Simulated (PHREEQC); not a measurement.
Consider water at 20 °C with 0.0033 mol/kgw CuSO4, 0.0056 mol/kgw HBF4 and 0.0003 mol/kgw KCl. Closed to the air; pH follows from the charge balance.

Model: ion-association model, wateq4f.dat, run in PHREEQC.

```tsv
quantity	before	after
pH	2.37	2.87
ionic strength (mol/kgw)	0.0157	0.00390
BF4- (mol/kgw)	0.00408	0.000331
HF (mol/kgw)	0.00395	0.00181
H3BO3 (mol/kgw)	0.00108	0.000688
F- (mol/kgw)	0.000770	0.00104
```

Question: What was changed between the two runs?
A) KCl from 0.0003 to 6e-05 mol/kgw
B) HBF4 from 0.0056 to 0.00056 mol/kgw
C) diluted 5-fold with water
D) CuSO4 left out
E) KCl from 0.0003 to 0.00015 mol/kgw

Answer: C, diluted 5-fold with water

This is a speciation only: nothing precipitates in the calculation. Real BF4- forms and hydrolyses slowly; the run takes it at equilibrium.
